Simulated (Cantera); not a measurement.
An adiabatic, constant-pressure homogeneous reactor starts with H₂ : O₂ : N₂ : NO = 1 : 1.22 : 4.59 : 0.022 (molar parts), at 1725 K and 1.70 bar. Integrator tolerance rtol = 1e-08.

Detailed kinetics in Cantera: GRI-Mech 3.0 (53 species, 325 reactions).

Task: What does this change do: 0.59 parts CO2 added?

Result: 
```
quantity                                                            before                                      after
---------------------------------  ---------------------------------------  -----------------------------------------
time of steepest temperature rise                                  4.88 µs                                    5.30 µs
temperature at 5.00 s                                               2575 K                                     2469 K
equilibrium temperature                                             2575 K                                     2469 K
x(H₂) at 5.00 s                    0.00297 (gas-phase equilibrium 0.00297)    0.00171 (gas-phase equilibrium 0.00171)
x(O₂) at 5.00 s                        0.101 (gas-phase equilibrium 0.101)      0.0977 (gas-phase equilibrium 0.0977)
x(NO) at 5.00 s                      0.0173 (gas-phase equilibrium 0.0173)      0.0136 (gas-phase equilibrium 0.0136)
x(H₂O) at 5.00 s                       0.145 (gas-phase equilibrium 0.145)        0.136 (gas-phase equilibrium 0.136)
x(O) at 5.00 s                     0.00508 (gas-phase equilibrium 0.00508)    0.00300 (gas-phase equilibrium 0.00300)
x(H₂O₂) at 5.00 s                  4.94e-7 (gas-phase equilibrium 4.94e-7)    3.64e-7 (gas-phase equilibrium 3.64e-7)
x(H) at 5.00 s                     0.00146 (gas-phase equilibrium 0.00146)  0.000702 (gas-phase equilibrium 0.000702)
```
